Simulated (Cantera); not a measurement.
Input: 1 mol NF₃, 0.075 mol O₂, 14 mol H₂, at 67.0 mbar.

Cantera equilibrium calculation (NASA polynomials, part measured and part estimated; ideal gas, pure solids and liquids). Candidate condensed phases: H₂O; 40 gas species. Kinetics and transport are ignored. All values below are at 1650 °C.

Base state: H₂ 0.769, HF 0.187, N₂ 0.0312, H₂O 0.00936, H 0.00319 (mole fractions); condensed: gas only.

### Question
What changes in the equilibrium state with this change: pressure from 67.0 mbar to 73.0 Pa?

### Answer
```json
[
 {"species": "H₂", "before": "0.769", "after": "0.745"},
 {"species": "HF", "before": "0.187", "after": "0.185"},
 {"species": "N₂", "before": "0.0312", "after": "0.0308"},
 {"species": "H", "before": "0.00319", "after": "0.0301"},
 {"species": "OH", "before": "3.34e-6", "after": "3.20e-5"},
 {"species": "H₂O", "before": "0.00936", "after": "0.00920"}
]
```

### Question
What changes in the equilibrium state with this change: O₂ from 0.075 to 0.026 mol?

### Answer
```
species   before    after
-------  -------  -------
H₂         0.769    0.775
HF         0.187    0.187
N₂        0.0312   0.0312
H₂O      0.00936  0.00324
H        0.00319  0.00320
```
